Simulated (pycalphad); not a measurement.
An equivalent pycalphad script:

```python
from pycalphad import Database, equilibrium, calculate, variables as v
import numpy as np
db = Database('COST507.tdb')
comps = ['SI', 'CU', 'VA']
phases = ['BCC_A2', 'CU19SI6_ETA', 'CU33SI7_DELTA', 'CU4SI_EPSILON', 'CU56SI11_GAMMA', 'DIAMOND_A4', 'FCC_A1', 'HCP_A3', 'LIQUID']
eq = equilibrium(db, comps, phases, {v.X('CU'): 0.76, v.T: np.arange(2350, 499, -100), v.P: 101325, v.N: 1}, output=['HM', 'SM'])
```

Source of the numbers: pycalphad with the COST 507 light-alloy database (1999); pressure 1 atm. The database dates from 1999; later assessments differ in places, in temperatures and in the compounds included. Amounts are mole fractions of atoms. Kinetics are ignored, which matters at the lower temperatures.

Results at three of the temperatures:

```
T = 1350.00 K, P = 101325 Pa, N = 1 mol of atoms
G = -74101 J/mol, H = 37101 J/mol, S = 82.37 J/(mol K)  (SER reference)
chemical potentials (J/mol): Si -65390, Cu -76852
phase             fraction      x(Si)      x(Cu)
LIQUID              1.0000     0.2400     0.7600
```

```
T = 1250.00 K, P = 101325 Pa, N = 1 mol of atoms
G = -65978 J/mol, H = 34104 J/mol, S = 80.07 J/(mol K)  (SER reference)
chemical potentials (J/mol): Si -56417, Cu -68997
phase             fraction      x(Si)      x(Cu)
LIQUID              1.0000     0.2400     0.7600
```

```
T = 850.00 K, P = 101325 Pa, N = 1 mol of atoms
G = -37554 J/mol, H = 16599 J/mol, S = 63.71 J/(mol K)  (SER reference)
chemical potentials (J/mol): Si -14189, Cu -44933
phase             fraction      x(Si)      x(Cu)
CU19SI6_ETA         1.0000     0.2400     0.7600
```

Changes of the phase set, refined by bisection:

```json
[
 {"T (°C)": "858.1", "phases above": "LIQUID", "phases below": "CU19SI6_ETA"}
]
```

Database names, with the compositions (at.%) that they take in these runs: CU19SI6_ETA: Cu 76 Si 24. The hcp model here describes the intermediate κ phase of Cu-Si.
